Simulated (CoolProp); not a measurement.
n-perfluorohexane at 341.42 K and 0.316 MPa is throttled through a valve to 0.131 MPa with no heat exchange. Each further row changes one setting.

Computed with CoolProp (reference Helmholtz-energy equation of state, Gao 2022).

```
case                        temperature change (K)                       final phase  final density (kg/m³)
--------------------------  ----------------------  --------------------------------  ---------------------
as stated                                     -3.3  two-phase, vapour fraction 0.046                    304
outlet pressure 0.0393 MPa              (withheld)                        (withheld)                   12.4
outlet pressure 0.17 MPa                (withheld)                            liquid             (withheld)
```

Task: Fill in the missing entries.

Result: 
- outlet pressure 0.0393 MPa, temperature change (K): -36.5
- outlet pressure 0.0393 MPa, final phase: two-phase, vapour fraction 0.434
- outlet pressure 0.17 MPa, temperature change (K): +0.0
- outlet pressure 0.17 MPa, final density (kg/m³): 1540
